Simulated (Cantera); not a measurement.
A freely propagating, adiabatic, planar premixed flame of H2 : O2 : N2 = 1 : 0.179 : 0.671 (molar parts), unburnt at 675 K and 1.00 atm; mixture-averaged transport, grid criteria slope 0.08 and curve 0.16, no radiation.

Detailed kinetics in Cantera: the H2/O2 subset of GRI-Mech 3.0, which has no nitrogen chemistry. Burning velocities carry a grid error of a few per cent, more on coarse grids.

### Question
What does this change do: inlet temperature 675 to 325 K?

### Answer
| quantity | before | after |
|---|---|---|
| laminar burning velocity | 1020 cm/s | 278 cm/s |
| thermal thickness | 0.500 mm | 0.368 mm |
| peak x(H) | 0.0858 | 0.0525 |
| peak x(HO2) | 0.000180 | 0.000401 |
| peak x(OH) | 0.00214 | 0.00102 |

### Question
What does this change do: inlet temperature 675 to 575 K?

### Answer
```json
[
 {"quantity": "laminar burning velocity", "before": "1020 cm/s", "after": "748 cm/s"},
 {"quantity": "thermal thickness", "before": "0.500 mm", "after": "0.466 mm"},
 {"quantity": "peak x(H)", "before": "0.0858", "after": "0.0759"},
 {"quantity": "peak x(HO2)", "before": "0.000180", "after": "0.000240"},
 {"quantity": "peak x(OH)", "before": "0.00214", "after": "0.00171"}
]
```
